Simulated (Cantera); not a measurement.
Input (Python, Cantera):

```python
import numpy as np
import cantera as ct

gas = ct.Solution("h2o2.yaml")
gas.TPX = 325, 100000, {'H2': 1, 'O2': 0.167, 'N2': 0.627, 'H2O': 0.12}
flame = ct.FreeFlame(gas, width=0.04)
flame.set_refine_criteria(ratio=3, slope=0.08, curve=0.16)
flame.transport_model = "mixture-averaged"
flame.solve(loglevel=0, auto=True)
flame.transport_model = "multicomponent"
flame.soret_enabled = True
flame.solve(loglevel=0, refine_grid=True)
z, T = flame.grid, flame.T
thick = (T[-1] - T[0]) / np.gradient(T, z).max()
show = ['H2', 'O2', 'H2O', 'HO2', 'O', 'H']
print(f"laminar burning velocity  {flame.velocity[0] * 100:.3f} cm/s")
print(f"burnt temperature         {T[-1]:.1f} K")
print(f"thermal thickness         {thick * 1e3:.4f} mm")
print(f"grid points               {len(z)}")
z0 = z[flame.heat_release_rate.argmax()]
print(f"{'z/mm':>9s}{'T/K':>9s}{'u/(m/s)':>9s}" + "".join(f"{s:>11s}" for s in show))
rows = []
for k in (-3, -2, -1.5, -1, -0.5, -0.25, 0, 0.25, 0.5, 1, 2, 4, 8):
    zz = z0 + k * thick
    rows.append([k * thick, np.interp(zz, z, T), np.interp(zz, z, flame.velocity),
                 *(np.interp(zz, z, flame.X[gas.species_index(s)]) for s in show)])
    print(f"{rows[-1][0] * 1e3:9.3f}{rows[-1][1]:9.1f}{rows[-1][2]:9.3f}" + "".join(f"{x:11.3e}" for x in rows[-1][3:]))
```

Result:

```
laminar burning velocity  202.717 cm/s
burnt temperature         1679.7 K
thermal thickness         0.3583 mm
grid points               119
     z/mm      T/K  u/(m/s)         H2         O2        H2O        HO2          O          H
   -1.075    325.0    2.027  5.225e-01  8.725e-02  6.270e-02  1.930e-11  3.216e-12  5.660e-16
   -0.717    325.0    2.027  5.224e-01  8.727e-02  6.271e-02  9.346e-10  9.453e-11  1.684e-14
   -0.537    325.3    2.026  5.218e-01  8.738e-02  6.279e-02  2.353e-08  1.313e-09  3.012e-13
   -0.358    327.1    2.025  5.183e-01  8.803e-02  6.324e-02  5.327e-07  1.615e-08  2.665e-11
   -0.179    394.7    2.302  4.830e-01  9.342e-02  6.945e-02  1.949e-04  2.410e-06  6.637e-06
   -0.090    651.2    3.707  4.567e-01  8.532e-02  9.353e-02  3.268e-04  6.992e-05  1.416e-03
    0.000    969.4    5.524  4.280e-01  6.339e-02  1.381e-01  1.210e-04  3.229e-04  9.650e-03
    0.090   1196.6    6.843  3.923e-01  3.626e-02  1.896e-01  5.263e-05  6.486e-04  2.271e-02
    0.179   1326.6    7.608  3.665e-01  1.562e-02  2.279e-01  2.062e-05  5.105e-04  3.201e-02
    0.358   1433.9    8.228  3.528e-01  2.096e-03  2.535e-01  2.548e-06  1.261e-04  3.419e-02
    0.717   1509.1    8.635  3.566e-01  9.324e-05  2.581e-01  1.082e-07  3.995e-05  2.699e-02
    1.433   1573.8    8.973  3.631e-01  7.010e-06  2.593e-01  1.100e-08  2.007e-05  1.832e-02
    2.866   1621.8    9.219  3.681e-01  2.833e-06  2.603e-01  5.045e-09  8.564e-06  1.139e-02
```

Model: the H2/O2 subset of GRI-Mech 3.0, which has no nitrogen chemistry, integrated in Cantera. Burning velocities carry a grid error of a few per cent, more on coarse grids.
